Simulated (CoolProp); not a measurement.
The fluid at 434.34 K and 6.22 MPa is throttled through a valve to 0.79 MPa with no heat exchange. The same conditions are run with several fluids, on thermodynamics alone (safety and materials aside).

Model: reference Helmholtz-energy equation of state of each fluid (propane: Lemmon 2009; isobutane: Bücker 2006; R404A: Lemmon 2003; R410A: Lemmon 2003; propylene: Lemmon 2013), in CoolProp. Blends and air are pseudo-pure fits.

```tsv
fluid	temperature change (K)	final density (kg/m³)
propane	-42.7	11.3
isobutane	-83.4	18.2
R404A	-35.0	24.4
R410A	-36.9	18.0
propylene	-42.0	10.7
```
